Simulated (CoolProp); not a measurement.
trans-2-butene at 413.17 K and 5.24 MPa is throttled through a valve to 2.42 MPa with no heat exchange. Each further row changes one setting.

Model: reference Helmholtz-energy equation of state, Lemmon 2005, in CoolProp. It is a short technical equation, of lower accuracy than the large ones.

```
case                       temperature change (K)                       final phase  final density (kg/m³)
-------------------------  ----------------------  --------------------------------  ---------------------
as stated                                   -14.6  two-phase, vapour fraction 0.179                    218
outlet pressure 0.726 MPa                   -73.7  two-phase, vapour fraction 0.630                   26.7
outlet pressure 3.15 MPa                     -3.0                            liquid                    407
```
